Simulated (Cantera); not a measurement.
A closed system holds: 1 mol HBr, 0.085 mol O2, 33 mol N2, equilibrated at 2875 K and 1.00 bar.

Equilibrium computed with Cantera from the NASA thermochemical tables; the gas is ideal and each condensed phase is pure. Candidate condensed phases: Br2, H2O; 27 gas species. Kinetics and transport are ignored.

Base state: N2 0.952, Br 0.0259, H 0.00834, H2 0.00622, HBr 0.00292, H2O 0.00215, NO 0.000974, OH 0.000864 (mole fractions); condensed: gas only.

Problem. What changes in the equilibrium state with this change: pressure from 1.00 bar to 21.0 bar?

Solution. 
```json
[
 {"species": "N2", "before": "0.952", "after": "0.959"},
 {"species": "Br", "before": "0.0259", "after": "0.0198"},
 {"species": "HBr", "before": "0.00292", "after": "0.00917"},
 {"species": "H", "before": "0.00834", "after": "0.00163"},
 {"species": "Br2", "before": "3.22e-6", "after": "3.95e-5"},
 {"species": "O", "before": "0.000722", "after": "7.85e-5"},
 {"species": "O2", "before": "9.94e-5", "after": "2.47e-5"}
]
```
